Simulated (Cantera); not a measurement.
A freely propagating, adiabatic, planar premixed flame of CH₄ : H₂ : O₂ : N₂ = 1 : 0.045 : 1.84 : 6.91 (molar parts), unburnt at 400 K and 0.133 bar; mixture-averaged transport, grid criteria slope 0.08 and curve 0.16, no radiation.

Model: GRI-Mech 3.0 (53 species, 325 reactions), integrated in Cantera. Burning velocities carry a grid error of a few per cent, more on coarse grids.

### Question
How do the results move with these cheaper or finer settings: unity-Lewis-number transport; multicomponent transport; multicomponent+Soret transport; grid criteria slope 0.5, curve 1; grid criteria slope 0.25, curve 0.5; grid criteria slope 0.03, curve 0.06?

### Answer
| setting | laminar burning velocity | thermal thickness | peak x(CH₂O) | peak x(CH₂) | grid points |
|---|---|---|---|---|---|
| as above | 96.6 cm/s | 2.16 mm | 0.000974 | 6.57e-5 | 166 |
| unity-Lewis-number transport | 61.6 cm/s | 2.72 mm | 0.000775 | 4.93e-5 | 146 |
| multicomponent transport | 96.5 cm/s | 2.19 mm | 0.000976 | 6.57e-5 | 166 |
| multicomponent+Soret transport | 95.6 cm/s | 2.17 mm | 0.000971 | 6.45e-5 | 166 |
| grid criteria slope 0.5, curve 1 | 105 cm/s | 2.46 mm | 0.000959 | 6.39e-5 | 51 |
| grid criteria slope 0.25, curve 0.5 | 99.1 cm/s | 2.27 mm | 0.000969 | 6.45e-5 | 82 |
| grid criteria slope 0.03, curve 0.06 | 95.7 cm/s | 2.13 mm | 0.000976 | 6.57e-5 | 382 |
The base run took very roughly 60 core-seconds.
Unity Lewis numbers drop preferential diffusion, which matters most where H2 and H carry the flame; Soret adds thermal diffusion.
